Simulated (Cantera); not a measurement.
Moist CO burnout

A perfectly stirred reactor is fed with CO : O₂ : H₂O : N₂ = 0.0037 : 0.048 : 0.0051 : 1 (molar parts), at 0.760 bar; it is held at 1273 K, and followed from long to short residence time.

Model: GRI-Mech 3.0 (53 species, 325 reactions), integrated in Cantera.

```json
[
 {"τ (s)": "5.1", "x CO": "2.57e-5", "x O₂": "0.0438", "x H₂O": "0.00483", "x OH": "1.24e-5", "x HO₂": "1.35e-7"},
 {"τ (s)": "1.9", "x CO": "5.03e-5", "x O₂": "0.0438", "x H₂O": "0.00483", "x OH": "1.68e-5", "x HO₂": "2.44e-7"},
 {"τ (s)": "0.73", "x CO": "9.59e-5", "x O₂": "0.0438", "x H₂O": "0.00482", "x OH": "2.27e-5", "x HO₂": "4.19e-7"},
 {"τ (s)": "0.28", "x CO": "0.000182", "x O₂": "0.0438", "x H₂O": "0.00482", "x OH": "3.04e-5", "x HO₂": "6.92e-7"},
 {"τ (s)": "0.11", "x CO": "0.000334", "x O₂": "0.0439", "x H₂O": "0.00481", "x OH": "4.00e-5", "x HO₂": "1.07e-6"},
 {"τ (s)": "0.040", "x CO": "0.000627", "x O₂": "0.0440", "x H₂O": "0.00480", "x OH": "5.31e-5", "x HO₂": "1.61e-6"},
 {"τ (s)": "0.015", "x CO": "0.00110", "x O₂": "0.0442", "x H₂O": "0.00478", "x OH": "6.72e-5", "x HO₂": "2.20e-6"},
 {"τ (s)": "0.0058", "x CO": "0.00176", "x O₂": "0.0445", "x H₂O": "0.00477", "x OH": "7.89e-5", "x HO₂": "2.70e-6"}
]
```
x: mole fraction; the columns are a selection and need not sum to one.
